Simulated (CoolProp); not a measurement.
Vapour-liquid equilibrium of C3F8 (R218) (1) + c-C4F8 (RC318) (2) at 293.6 K; x and y are mole fractions of (1).

Values from CoolProp's multi-fluid Helmholtz-energy mixture model, Lemmon 2006 and Platzer 1990; pair parameters Bell 2016. This equation is an older, rougher fit; its heat capacities, sound speeds and derivatives of the liquid may be far off and weren't checked against measurements.

```csv
x,"bubble pressure, mixture model (MPa)","bubble pressure, Raoult's law (MPa)","y, mixture model","y, Raoult's law"
0.05,0.2764,0.2943,0.073,0.130
0.125,0.2909,0.3316,0.191,0.289
0.2,0.3109,0.3688,0.313,0.415
0.275,0.3363,0.4060,0.431,0.519
0.35,0.3670,0.4432,0.538,0.605
0.425,0.4025,0.4805,0.633,0.677
0.5,0.4422,0.5177,0.714,0.740
0.575,0.4853,0.5549,0.782,0.794
0.65,0.5313,0.5922,0.838,0.841
0.725,0.5793,0.6294,0.885,0.882
0.8,0.6288,0.6666,0.923,0.919
0.875,0.6794,0.7039,0.956,0.952
0.95,0.7309,0.7411,0.984,0.982
```

The largest gap from Raoult's law is -17.2 % in bubble pressure, at x = 0.35. No azeotrope shows between x = 0.05 and 0.95.

Pair parameters are fitted to limited data, so mixtures are less certain than the pure fluids.
